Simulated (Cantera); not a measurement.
A perfectly stirred reactor is fed with 1.86 % CH4, 98.1 % H2, at 10.00 Torr; it is held at 2275 K, and followed from long to short residence time.

Model: GRI-Mech 3.0 (53 species, 325 reactions), integrated in Cantera. GRI-Mech 3.0 stops at C3 and has no aromatics, soot or wall deposition, so with more carbon than oxygen in the feed, carbon stays in small species such as C2H2 where larger ones or solid carbon would form. Radical loss at walls, strong at low pressure, is not modelled.

One state of this run: x CH4 = 5.15e-5; x H2 = 0.932; x CH2 = 5.67e-6; x C2H4 = 2.58e-7; x CH3 = 6.10e-5; x C2H2 = 0.00880. x: mole fraction; the columns are a selection and need not sum to one.

Q: Which value of τ (s) does it belong to?
A) 3.4
B) 11
C) 0.011
D) 0.11

A: A, 3.4
